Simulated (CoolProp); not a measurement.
Vapour-liquid equilibrium of R141b (1) + n-pentane (2) at 0.0808 MPa; x and y are mole fractions of (1).

Computed with CoolProp (multi-fluid Helmholtz-energy mixture model, Lemmon 2006 and Thol 2019; pair parameters Bell 2016).

```json
[
 {"x": "0.05", "bubble temperature (K)": "301.6", "y at the bubble point": "0.084", "dew temperature at overall composition x (K)": "302.1", "liquid density (mol/L)": "8.633"},
 {"x": "0.15", "bubble temperature (K)": "300.1", "y at the bubble point": "0.216", "dew temperature at overall composition x (K)": "300.8", "liquid density (mol/L)": "8.807"},
 {"x": "0.25", "bubble temperature (K)": "299.0", "y at the bubble point": "0.319", "dew temperature at overall composition x (K)": "299.7", "liquid density (mol/L)": "8.984"},
 {"x": "0.35", "bubble temperature (K)": "298.3", "y at the bubble point": "0.407", "dew temperature at overall composition x (K)": "298.7", "liquid density (mol/L)": "9.166"},
 {"x": "0.45", "bubble temperature (K)": "297.9", "y at the bubble point": "0.487", "dew temperature at overall composition x (K)": "298.1", "liquid density (mol/L)": "9.356"},
 {"x": "0.55", "bubble temperature (K)": "297.6", "y at the bubble point": "0.566", "dew temperature at overall composition x (K)": "297.7", "liquid density (mol/L)": "9.552"},
 {"x": "0.65", "bubble temperature (K)": "297.6", "y at the bubble point": "0.647", "dew temperature at overall composition x (K)": "297.6", "liquid density (mol/L)": "9.757"},
 {"x": "0.75", "bubble temperature (K)": "297.7", "y at the bubble point": "0.733", "dew temperature at overall composition x (K)": "297.8", "liquid density (mol/L)": "9.970"},
 {"x": "0.85", "bubble temperature (K)": "298.0", "y at the bubble point": "0.829", "dew temperature at overall composition x (K)": "298.1", "liquid density (mol/L)": "10.19"},
 {"x": "0.95", "bubble temperature (K)": "298.6", "y at the bubble point": "0.939", "dew temperature at overall composition x (K)": "298.6", "liquid density (mol/L)": "10.42"}
]
```

y crosses x between x = 0.55 and 0.65: the model has an azeotrope there.

Pair parameters are fitted to limited data, so mixtures are less certain than the pure fluids.
